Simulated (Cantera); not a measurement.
A closed system holds: 1 mol Cu2O, 0.87 mol CH4, 0.68 mol CO, equilibrated at 1825 K and 1.50 Torr.

These are equilibrium values from Cantera (NASA tables, ideal gas, pure condensed phases), not measurements of a reactor. Candidate condensed phases: C, C6H6, C7H8, C8H18, Cu, CuO, Cu(OH)2, Cu2O, H2O; 113 gas species. Equilibrium is a limit: real reactors are often held back by kinetics, nucleation or transport.

Task: What is the equilibrium state?

Result: 
- x(Cu) = 0.360
- x(H2) = 0.314
- x(CO) = 0.295
- x(H2O) = 0.0203
- x(H) = 0.00551
- x(CO2) = 0.00486
- x(Cu2) = 0.000768
- x(OH) = 2.49e-5
- n(Cu(l)) = 0.131 mol
- gas amount = 5.169 mol
- log10 activity of C(graphite) (absent) = -5.64
